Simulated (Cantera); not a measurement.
A perfectly stirred reactor is fed with 25.9 % H2, 15.5 % O2, 58.5 % N2, 0.111 % NO, at 1900000 Pa; it is adiabatic with a 475 K inlet, and is followed from long to short residence time, starting on the burning branch (τ in s: 0.44, 0.16, 0.062, 0.023, 0.0086, 0.0032, 0.0012, 0.00045, 0.00017, 6.3e-05, 2.4e-05).

Detailed kinetics in Cantera: GRI-Mech 3.0 (53 species, 325 reactions). The hydrogen kinetics of GRI-Mech 3.0 are dated; newer H2 mechanisms differ, most at raised pressure. The pressure lies above the range GRI-Mech 3.0 was tuned for (to about 10 atm). The mechanism lacks 2 NO + O2 → 2 NO2 and HONO, so NO2 and the effect of NO are under-described below about 1400 K.

x: mole fraction; the columns are a selection and need not sum to one.

| τ (s) | T (K) | x H2 | x O2 | x NO | x OH | x NO2 | x HO2 |
|---|---|---|---|---|---|---|---|
| 0.44 | 2362 | 0.00121 | 0.0271 | 0.00582 | 0.00452 | 9.42e-6 | 7.53e-6 |
| 0.16 | 2363 | 0.00121 | 0.0272 | 0.00568 | 0.00453 | 9.21e-6 | 7.55e-6 |
| 0.062 | 2363 | 0.00121 | 0.0273 | 0.00537 | 0.00454 | 8.74e-6 | 7.61e-6 |
| 0.023 | 2364 | 0.00123 | 0.0276 | 0.00470 | 0.00459 | 7.70e-6 | 7.74e-6 |
| 0.0086 | 2366 | 0.00126 | 0.0282 | 0.00365 | 0.00466 | 6.06e-6 | 7.97e-6 |
| 0.0032 | 2367 | 0.00134 | 0.0287 | 0.00258 | 0.00478 | 4.39e-6 | 8.34e-6 |
| 0.0012 | 2366 | 0.00155 | 0.0291 | 0.00189 | 0.00497 | 3.39e-6 | 9.00e-6 |
| 0.00045 | 2362 | 0.00203 | 0.0294 | 0.00157 | 0.00534 | 3.08e-6 | 1.05e-5 |
| 0.00017 | 2351 | 0.00308 | 0.0297 | 0.00142 | … | 3.23e-6 | 1.40e-5 |
| 6.3e-5 | 2329 | 0.00515 | 0.0304 | 0.00136 | … | 3.55e-6 | 2.21e-5 |
| 2.4e-5 | 2292 | 0.00867 | 0.0317 | 0.00132 | … | 3.65e-6 | 3.89e-5 |

Task: What belongs in the gaps?

Result: 
- 0.00017, x OH: 0.00605
- 6.3e-5, x OH: 0.00721
- 2.4e-5, x OH: 0.00869
